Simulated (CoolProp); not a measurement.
Acetone along the isobar 6.82 MPa: density (kg/m³) from the reference equation and from simpler models built on Tc = 235.0 °C, pc = 4.692 MPa, ω = 0.307; each cubic takes its own stable root.

Computed with CoolProp (reference Helmholtz-energy equation of state, Lemmon 2006). It is a short technical equation, of lower accuracy than the large ones.

```
T (°C)          phase  reference  van der Waals  Redlich-Kwong  Soave-Redlich-Kwong
------  -------------  ---------  -------------  -------------  -------------------
82.85          liquid      726.7          385.2          549.4                571.8
97.75          liquid      708.8          377.4          534.6                557.4
112.65         liquid      690.2          369.2          519.0                541.8
127.65         liquid      670.5          360.6          502.4                524.9
142.55         liquid      649.9          351.5          484.7                506.7
157.45         liquid      627.9          341.8          465.9                486.8
172.35         liquid      604.2          331.4          445.5                464.8
187.35         liquid      577.9          320.0          423.2                440.1
202.25         liquid      548.7          307.7          398.7                412.3
217.15         liquid      514.6          293.8          370.9                379.8
232.05         liquid      472.5          278.0          338.7                340.5
247.05  supercritical      412.3          259.2          298.9                289.0
261.95  supercritical      299.0          236.1          248.2                221.5
276.85  supercritical      194.0          206.5          193.7                168.2
```
